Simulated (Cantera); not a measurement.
Mixture: CH3OH : O2 : N2 = 1 : 1.07 : 6.43 (molar parts), at 2.40 bar, adiabatic and at constant volume. Ignition delay is the time to a rise of 400 K.

Detailed kinetics in Cantera: GRI-Mech 3.0 (53 species, 325 reactions). GRI-Mech 3.0 was tuned for natural gas; its chemistry of methanol as a main component is partial and can be far from experiment.

### Question
What does this change do: pressure from 2.40 bar to 10.0 bar?

### Answer
```json
[
 {"quantity": "delay at 1075 K", "before": "47.2 ms", "after": "16.1 ms"},
 {"quantity": "delay at 1175 K", "before": "6.95 ms", "after": "2.32 ms"},
 {"quantity": "delay at 1275 K", "before": "1.41 ms", "after": "0.458 ms"},
 {"quantity": "delay at 1375 K", "before": "0.372 ms", "after": "0.118 ms"},
 {"quantity": "delay at 1475 K", "before": "0.123 ms", "after": "37.8 µs"},
 {"quantity": "apparent activation energy between 1425 and 1525 K", "before": "180 kJ/mol", "after": "190 kJ/mol"}
]
```
